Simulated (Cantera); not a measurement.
## AlN + H2 + HCl (nitride etching)

A closed system holds: 1 mol AlN, 310 mol H2, 31 mol HCl, held at 1.20 Pa.

These are equilibrium values from Cantera (NASA tables, ideal gas, pure condensed phases), not measurements of a reactor. Candidate condensed phases: Al, AlCl3, AlN, NH4Cl; 20 gas species. The tables' values for AlCl2 are old estimates; treat these amounts as uncertain. Rates play no part.

| T (K) | log p H2 | log p HCl | log p H | log p Cl | log p AlCl3 | log p AlCl | log p N2 | log p AlCl2 |
|---|---|---|---|---|---|---|---|---|
| 1075 | -4.96 | -6.01 | -10.31 | -11.40 | -7.46 | -9.50 | -7.75 | -9.42 |
| 1175 | -4.96 | -6.00 | -9.39 | -10.49 | -7.57 | -8.22 | -7.75 | -8.68 |
| 1275 | -4.96 | -5.99 | -8.61 | -9.71 | -8.11 | -7.61 | -7.76 | -8.53 |
| 1375 | -4.96 | -5.98 | -7.95 | -9.05 | -8.98 | -7.49 | -7.76 | -8.79 |
| 1475 | -4.96 | -5.98 | -7.37 | -8.48 | -9.82 | -7.47 | -7.76 | -9.11 |
| 1575 | -4.97 | -5.98 | -6.87 | -7.98 | -10.58 | -7.46 | -7.76 | -9.41 |
| 1675 | -4.98 | -6.00 | -6.42 | -7.55 | -11.26 | -7.47 | -7.76 | -9.68 |
| 1775 | -5.00 | -6.03 | -6.04 | -7.18 | -11.89 | -7.48 | -7.77 | -9.94 |
log p: log10 of the partial pressure in bar; nothing condenses.

From 1075 K to 1775 K nothing is condensed. The main Al-bearing gas is AlCl3 at 1075 K and AlCl at 1775 K.
